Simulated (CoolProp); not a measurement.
Saturation properties of methanol (Tc = 513.4 K, pc = 8.216 MPa, ω = 0.565).

Values from CoolProp's reference Helmholtz-energy equation of state, de Reuck 1993.

| T (K) | p (MPa) | liquid density (kg/m³) | enthalpy of vaporisation (kJ/kg) | vapour viscosity (µPa s) |
|---|---|---|---|---|
| 402.6 | 0.8296 | 675.2 | 936.0 | 12.6 |
| 411.3 | 1.040 | 663.4 | 905.7 | 12.8 |
| 420.1 | 1.295 | 650.8 | 872.3 | 13.0 |
| 428.9 | 1.596 | 637.3 | 836.2 | 13.2 |
| 437.7 | 1.949 | 622.8 | 797.3 | 13.5 |
| 446.5 | 2.362 | 607.1 | 756.0 | 13.8 |
| 455.3 | 2.839 | 590.0 | 713.3 | 14.1 |
| 464.1 | 3.385 | 571.1 | 669.3 | 14.5 |
| 472.9 | 4.008 | 549.9 | 622.5 | 15.0 |

It boils at 337.6 K under 1 atm.

Viscosity comes from a separate model (Xiang 2006).
